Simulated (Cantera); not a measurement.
## Adiabatic ignition

An adiabatic, constant-volume homogeneous reactor starts with 1.06 % C₃H₈, 13.2 % O₂, 49.7 % N₂, 36.0 % CO₂, equivalence ratio 0.40, at 1675 K and 4.93 atm.

Model: GRI-Mech 3.0 (53 species, 325 reactions), integrated in Cantera.

```tsv
t (s)	T (K)	P (bar)	x C₃H₈	x O₂	x CO₂	x HCN	x CH₂	x CO	x H₂O
7.00e-6	1733	5.26	0.000811	0.119	0.353	9.57e-9	8.06e-6	0.00829	0.0110
1.43e-5	1973	6.07	<1e-12	0.0909	0.348	1.84e-8	1.09e-8	0.0319	0.0382
2.90e-5	2040	6.25	<1e-12	0.0881	0.357	4.81e-11	<1e-12	0.0246	0.0390
5.91e-5	2109	6.43	<1e-12	0.0847	0.367	3.87e-12	<1e-12	0.0164	0.0396
0.000120	2166	6.57	<1e-12	0.0819	0.376	1.33e-12	<1e-12	0.00954	0.0402
0.000245	2201	6.66	<1e-12	0.0803	0.381	<1e-12	<1e-12	0.00529	0.0407
0.000499	2214	6.70	<1e-12	0.0796	0.383	<1e-12	<1e-12	0.00373	0.0409
0.00102	2216	6.70	<1e-12	0.0795	0.383	<1e-12	<1e-12	0.00354	0.0409
0.00207	2215	6.70	<1e-12	0.0795	0.383	<1e-12	<1e-12	0.00353	0.0409
0.00421	2215	6.70	<1e-12	0.0795	0.383	<1e-12	<1e-12	0.00353	0.0409
0.00857	2215	6.70	<1e-12	0.0793	0.383	<1e-12	<1e-12	0.00352	0.0409
0.0175	2214	6.69	<1e-12	0.0791	0.383	<1e-12	<1e-12	0.00351	0.0409
0.0355	2212	6.69	<1e-12	0.0787	0.383	<1e-12	<1e-12	0.00348	0.0409
0.0724	2209	6.68	<1e-12	0.0780	0.383	<1e-12	<1e-12	0.00343	0.0409
0.147	2206	6.67	<1e-12	0.0772	0.383	<1e-12	<1e-12	0.00337	0.0409
0.300	2204	6.66	<1e-12	0.0766	0.383	<1e-12	<1e-12	0.00333	0.0409
```
x: mole fraction; the columns are a selection and need not sum to one.

The time of steepest temperature rise comes out as 8.96 µs, the temperature at 0.300 s is 2204 K and the equilibrium temperature comes out as 2203 K. The x(C₃H₈) at 0.300 s is <1e-12 (gas-phase equilibrium <1e-12), the x(O₂) at 0.300 s is 0.0766 (gas-phase equilibrium 0.0765) and the x(CO₂) at 0.300 s is 0.383 (gas-phase equilibrium 0.383).
